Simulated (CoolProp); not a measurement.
A simple Rankine cycle with n-perfluoropentane: condensing at 320.15 K, boiler at 1.1 MPa, turbine inlet 429.3 K, turbine efficiency 0.75, pump efficiency 0.8, no recuperator. Each further row changes one setting.

Values from CoolProp's reference Helmholtz-energy equation of state, Gao 2022.

```tsv
case	thermal efficiency (%)	net work (kJ/kg)	heat in (kJ/kg)	turbine exit temperature (K)	volume ratio over the turbine
as stated	7.7	13.7	178	406.4	6.73
turbine inlet 449.3 K	7.4	14.7	199	427.0	6.50
condensing temperature 312.15 K	___	___	186	403.7	8.77
boiler pressure 0.77 MPa	6.3	11.5	181	412.3	4.42
turbine efficiency 0.65	___	11.8	178	408.4	___
```

Q: Complete the blanks.

A: 
- condensing temperature 312.15 K, thermal efficiency (%): 8.5
- condensing temperature 312.15 K, net work (kJ/kg): 15.9
- turbine efficiency 0.65, thermal efficiency (%): 6.6
- turbine efficiency 0.65, volume ratio over the turbine: 6.77
